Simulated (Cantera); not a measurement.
**Thermodynamics of silicon carbide growth, feed (CH₃)₂SiCl₂ + C₃H₈ + H₂**

Input: 1 mol (CH₃)₂SiCl₂, 0.02 mol C₃H₈, 760 mol H₂, held at 79.0 mbar.

Cantera equilibrium calculation (NASA polynomials, part measured and part estimated; ideal gas, pure solids and liquids). Candidate condensed phases: C, C₆H₆, C₇H₈, C₈H₁₈, Si, SiC; 109 gas species. The feed counts by its element totals alone. Gases not in the tables: Si₂H₆ and higher silanes. Equilibrium is a limit: real reactors are often held back by kinetics, nucleation or transport.

From 1373 K to 1973 K the condensed part is C(graphite) + SiC(s). From 2073 K to 2173 K the condensed part is SiC(s). At 2273 K nothing is condensed. The main Si-bearing gas is SiCl₂ at 1373 K and Si at 2273 K.

```json
[
 {"T (K)": "1373", "x H₂": "0.997", "x H": "1.18e-5", "x HCl": "0.00262", "x C₂H₂ (acetylene)": "1.72e-6", "x Si": "2.08e-11", "n C(graphite)": "0.755", "n SiC(s)": "1.000"},
 {"T (K)": "1473", "x H₂": "0.997", "x H": "4.49e-5", "x HCl": "0.00262", "x C₂H₂ (acetylene)": "6.49e-6", "x Si": "4.54e-10", "n C(graphite)": "0.874", "n SiC(s)": "1.000"},
 {"T (K)": "1573", "x H₂": "0.997", "x H": "0.000144", "x HCl": "0.00262", "x C₂H₂ (acetylene)": "2.06e-5", "x Si": "6.66e-9", "n C(graphite)": "0.918", "n SiC(s)": "1.000"},
 {"T (K)": "1673", "x H₂": "0.997", "x H": "0.000405", "x HCl": "0.00262", "x C₂H₂ (acetylene)": "5.68e-5", "x Si": "7.07e-8", "n C(graphite)": "0.900", "n SiC(s)": "1.000"},
 {"T (K)": "1773", "x H₂": "0.996", "x H": "0.00101", "x HCl": "0.00261", "x C₂H₂ (acetylene)": "0.000139", "x Si": "5.73e-7", "n C(graphite)": "0.796", "n SiC(s)": "0.999"},
 {"T (K)": "1873", "x H₂": "0.995", "x H": "0.00229", "x HCl": "0.00261", "x C₂H₂ (acetylene)": "0.000310", "x Si": "3.71e-6", "n C(graphite)": "0.552", "n SiC(s)": "0.994"},
 {"T (K)": "1973", "x H₂": "0.992", "x H": "0.00478", "x HCl": "0.00260", "x C₂H₂ (acetylene)": "0.000635", "x Si": "1.98e-5", "n C(graphite)": "0.0781", "n SiC(s)": "0.976"},
 {"T (K)": "2073", "x H₂": "0.987", "x H": "0.00930", "x HCl": "0.00258", "x C₂H₂ (acetylene)": "0.000752", "x Si": "0.000114", "n C(graphite)": "0", "n SiC(s)": "0.876"},
 {"T (K)": "2173", "x H₂": "0.979", "x H": "0.0170", "x HCl": "0.00255", "x C₂H₂ (acetylene)": "0.000997", "x Si": "0.000520", "n C(graphite)": "0", "n SiC(s)": "0.452"},
 {"T (K)": "2273", "x H₂": "0.966", "x H": "0.0294", "x HCl": "0.00251", "x C₂H₂ (acetylene)": "0.00125", "x Si": "0.00101", "n C(graphite)": "0", "n SiC(s)": "0"}
]
```
x: gas mole fraction; n: condensed amount in mol.
